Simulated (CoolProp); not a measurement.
Vapour-liquid equilibrium of n-butane (1) + R113 (2) at 109.95 °C; x and y are mole fractions of (1).

Computed with CoolProp (multi-fluid Helmholtz-energy mixture model, Bücker 2006 and Marx 1992; pair parameters Bell 2016).

```json
[
 {"x": "0.05", "bubble pressure, mixture model (kPa)": "617.3", "bubble pressure, Raoult's law (kPa)": "612.8", "y, mixture model": "0.139", "y, Raoult's law": "0.150"},
 {"x": "0.15", "bubble pressure, mixture model (kPa)": "753.1", "bubble pressure, Raoult's law (kPa)": "742.4", "y, mixture model": "0.342", "y, Raoult's law": "0.373"},
 {"x": "0.25", "bubble pressure, mixture model (kPa)": "885.2", "bubble pressure, Raoult's law (kPa)": "872.0", "y, mixture model": "0.484", "y, Raoult's law": "0.529"},
 {"x": "0.35", "bubble pressure, mixture model (kPa)": "1014", "bubble pressure, Raoult's law (kPa)": "1002", "y, mixture model": "0.590", "y, Raoult's law": "0.644"},
 {"x": "0.45", "bubble pressure, mixture model (kPa)": "1140", "bubble pressure, Raoult's law (kPa)": "1131", "y, mixture model": "0.675", "y, Raoult's law": "0.734"},
 {"x": "0.55", "bubble pressure, mixture model (kPa)": "1264", "bubble pressure, Raoult's law (kPa)": "1261", "y, mixture model": "0.746", "y, Raoult's law": "0.804"},
 {"x": "0.65", "bubble pressure, mixture model (kPa)": "1388", "bubble pressure, Raoult's law (kPa)": "1390", "y, mixture model": "0.809", "y, Raoult's law": "0.862"},
 {"x": "0.75", "bubble pressure, mixture model (kPa)": "1514", "bubble pressure, Raoult's law (kPa)": "1520", "y, mixture model": "0.866", "y, Raoult's law": "0.910"},
 {"x": "0.85", "bubble pressure, mixture model (kPa)": "1642", "bubble pressure, Raoult's law (kPa)": "1649", "y, mixture model": "0.920", "y, Raoult's law": "0.950"},
 {"x": "0.95", "bubble pressure, mixture model (kPa)": "1775", "bubble pressure, Raoult's law (kPa)": "1779", "y, mixture model": "0.973", "y, Raoult's law": "0.985"}
]
```

The largest gap from Raoult's law is +1.5 % in bubble pressure, at x = 0.25. No azeotrope shows between x = 0.05 and 0.95.

Pair parameters are fitted to limited data, so mixtures are less certain than the pure fluids. The gap from Raoult's law changes sign with composition, which may be real or a fault of the pair parameters; it wasn't checked against measurements.
